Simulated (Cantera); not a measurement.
**Dilute partial oxidation**

An isothermal, constant-pressure homogeneous reactor starts with 3.16 % CH2O, 3.99 % O2, 92.9 % N2, equivalence ratio 0.79, at 1075 K and 100000 Pa.

Cantera simulation using GRI-Mech 3.0 (53 species, 325 reactions); the numbers are that mechanism's predictions, not measurements. The temperature is held fixed by assumption; the heat of reaction is taken as removed at once.

```csv
t (s),x CH2O,x O2,x NO,x HCN,x NO2
4.00e-5,0.0316,0.0399,<1e-12,<1e-12,<1e-12
0.000139,0.0316,0.0399,<1e-12,<1e-12,<1e-12
0.000485,0.0315,0.0399,<1e-12,<1e-12,<1e-12
0.00169,0.0306,0.0392,<1e-12,<1e-12,<1e-12
0.00587,0.00800,0.0266,<1e-12,<1e-12,<1e-12
0.0204,1.96e-11,0.0116,1.26e-7,<1e-12,6.75e-10
0.0711,<1e-12,0.00871,1.34e-7,<1e-12,4.70e-9
0.248,<1e-12,0.00839,1.23e-7,<1e-12,1.65e-8
0.862,<1e-12,0.00836,1.26e-7,<1e-12,1.39e-8
3.00,<1e-12,0.00836,1.37e-7,<1e-12,2.72e-9
```
x: mole fraction; the columns are a selection and need not sum to one.

Equilibrium at this temperature and pressure: CH2O <1e-12, O2 0.00835, NO 1.47e-5, HCN <1e-12, NO2 9.65e-8 (gas phase only).
